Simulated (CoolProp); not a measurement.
The fluoroketone C6F12O (FK-5-1-12) along the isotherm 179.35 °C: fugacity coefficient from the reference equation and from simpler models built on Tc = 168.7 °C, pc = 1869 kPa, ω = 0.471; each cubic takes its own stable root.

Model: reference Helmholtz-energy equation of state, McLinden 2015, in CoolProp.

```
p (kPa)          phase  reference  van der Waals  Redlich-Kwong
-------  -------------  ---------  -------------  -------------
668                gas     0.8887         0.9006         0.8887
1340               gas     0.7803         0.8003         0.7800
2000     supercritical     0.6720         0.6941         0.6707
2670     supercritical     0.5532         0.5757         0.5533
3340     supercritical     0.4704         0.5003         0.4752
4010     supercritical     0.4148         0.4506         0.4225
4670     supercritical     0.3759         0.4165         0.3855
5340     supercritical     0.3466         0.3915         0.3576
6010     supercritical     0.3243         0.3732         0.3364
6680     supercritical     0.3070         0.3597         0.3199
7340     supercritical     0.2934         0.3499         0.3071
8010     supercritical     0.2824         0.3426         0.2967
8680     supercritical     0.2735         0.3376         0.2884
9350     supercritical     0.2663         0.3343         0.2818
```
